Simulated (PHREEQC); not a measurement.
Make-up at 90 °C: 0.17 mol/kgw NH4HF2, 4.8e-05 mol/kgw H2SiF6, 0.00014 mol/kgw HBF4 and 0.0066 mol/kgw HCl. Closed to the air; pH follows from the charge balance.

The numbers come from PHREEQC with the ion-association model, phreeqc.dat.

Precipitation was switched off in this run.

### Question
What pH, activity of water does the model give?

### Answer
pH 3.51; activity of water 0.992.

### Question
In which forms is B present?

### Answer
BF4- 99 %, BF3OH- 1.1 % of the B.

Away from 25 °C the constants follow the database's enthalpies or fits; those with neither stay at their 25 °C values. SiF6-2 is the database's only silicon fluoride. Real BF4- forms and hydrolyses slowly; the run takes it at equilibrium.
